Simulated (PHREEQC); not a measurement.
Consider water at 91 °C with 0.05 mol AgF and 0.0007 mol HBF4 per kg of water. Closed to the air; pH follows from the charge balance.

The numbers come from PHREEQC with the ion-association model, wateq4f.dat.

Precipitation was switched off in this run.

Order these B species by the share of B that they hold, largest first: BF(OH)3-, H3BO3, BF3OH-, BF4-, BF2(OH)2-.

BF2(OH)2- (45 %), H3BO3 (39 %), BF4- (7.8 %), BF3OH- (6.2 %), BF(OH)3- (1.4 %)

The pH is 5.05 and the ionic strength 0.0486 mol/kgw. Constants without temperature data keep their 25 °C values here. Real BF4- forms and hydrolyses slowly; the run takes it at equilibrium.
